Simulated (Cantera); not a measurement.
## Hydrocarbon pyrolysis for carbon deposition

A perfectly stirred reactor is fed with 1.59 % C3H8, 98.4 % H2, at 0.285 Torr; it is held at 1623 K, and followed from long to short residence time.

Model: GRI-Mech 3.0 (53 species, 325 reactions), integrated in Cantera. GRI-Mech 3.0 was tuned for natural gas; its chemistry of propane as a main component is partial and can be far from experiment. GRI-Mech 3.0 stops at C3 and has no aromatics, soot or wall deposition, so with more carbon than oxygen in the feed, carbon stays in small species such as C2H2 where larger ones or solid carbon would form. Radical loss at walls, strong at low pressure, is not modelled.

```
τ (s)     x C3H8   x H2       x H    x CH2     x C2H     x CH4
------  --------  -----  --------  -------  --------  --------
20       3.19e-6  0.969   0.00246  1.08e-6   1.68e-7    0.0103
3.8      1.56e-5  0.966   0.00277  1.85e-6   1.60e-7    0.0152
0.75     7.31e-5  0.964   0.00311  2.64e-6   1.49e-7    0.0183
0.15    0.000339  0.963   0.00339  3.46e-6   1.19e-7    0.0189
0.028    0.00162  0.964   0.00353  4.80e-6   5.14e-8    0.0166
0.0056   0.00680  0.971   0.00237  4.01e-6   3.69e-9   0.00853
0.0011    0.0139  0.982  0.000625  3.25e-7  7.57e-12  0.000779
```
x: mole fraction; the columns are a selection and need not sum to one.
